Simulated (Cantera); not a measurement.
A closed system holds: 1 mol TiCl₄, 17 mol H₂O, 9.7 mol H₂, held at 1723 K and 69.0 mbar.

These are equilibrium values from Cantera (NASA tables, ideal gas, pure condensed phases), not measurements of a reactor. Candidate condensed phases: H₂O, Ti, TiCl₂, TiCl₃, TiCl₄, TiO, TiO₂, Ti₂O₃, Ti₃O₅, Ti₄O₇; 23 gas species. Gases not in the tables: TiO(OH)₂. Rates play no part.

Base state: H₂O 0.522, H₂ 0.338, HCl 0.139, H 0.000403, Cl 0.000129, OH 3.42e-5 (mole fractions); condensed: TiO₂(rutile).

**Question.** What changes in the equilibrium state with this change: temperature from 1723 K to 2175 K?

**Answer.** 
```
species              before    after
-----------------  --------  -------
H₂O                   0.522    0.525
H₂                    0.338    0.324
HCl                   0.139    0.135
H                  0.000403   0.0106
TiO₂                8.60e-9  5.29e-5
O                   3.25e-8  5.26e-5
O₂                  2.25e-8  3.60e-5
OH                  3.42e-5  0.00230
TiO₂(rutile), mol     1.000        0
Ti₄O₇(l), mol             0    0.250
```
Condensed phases not in the tables: Magnéli phases beyond Ti₄O₇.

**Question.** What changes in the equilibrium state with this change: temperature from 1723 K to 2198.15 K?

**Answer.** 
```csv
species,before,after
H₂O,0.522,0.523
H₂,0.338,0.324
HCl,0.139,0.134
H,0.000403,0.0121
TiO₂,8.60e-9,7.11e-5
O,3.25e-8,7.07e-5
O₂,2.25e-8,4.83e-5
OH,3.42e-5,0.00272
Cl,0.000129,0.00365
"TiO₂(rutile), mol",1.000,0
"Ti₄O₇(l), mol",0,0.249
```
Condensed phases not in the tables: Magnéli phases beyond Ti₄O₇.
